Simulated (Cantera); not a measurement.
Feed: 1 mol SiCl4, 0.04 mol CH4, 250 mol H2, equilibrated at 1952 °C and 100 Torr.

Equilibrium computed with Cantera from the NASA thermochemical tables; the gas is ideal and each condensed phase is pure. Candidate condensed phases: C, C6H6, C7H8, C8H18, Si, SiC; 109 gas species. The tables' values for SiCl are old estimates; treat these amounts as uncertain. Gases not in the tables: Si2H6 and higher silanes. Rates play no part.

Base state: H2 0.964, H 0.0174, HCl 0.0147, Si 0.00256, SiH 0.000387, SiCl2 0.000308, SiH2 0.000235, Cl 0.000193 (mole fractions); condensed: gas only.

Problem. What changes in the equilibrium state with this change: temperature from 1952 °C to 702 °C?

Solution. 
```json
[
 {"species": "H2", "before": "0.964", "after": "0.991"},
 {"species": "HCl", "before": "0.0147", "after": "0.00551"},
 {"species": "SiHCl3", "before": "3.80e-9", "after": "0.00143"},
 {"species": "H", "before": "0.0174", "after": "3.12e-9"},
 {"species": "Si", "before": "0.00256", "after": "<1e-9"},
 {"species": "SiCl4", "before": "<1e-9", "after": "0.00139"},
 {"species": "SiH", "before": "0.000387", "after": "<1e-9"},
 {"species": "SiH2", "before": "0.000235", "after": "<1e-9"},
 {"species": "Si(s), mol", "before": "0", "after": "0.188"},
 {"species": "SiC(s), mol", "before": "0", "after": "0.0387"}
]
```
The tables' values for SiCl3 are old estimates; treat these amounts as uncertain.
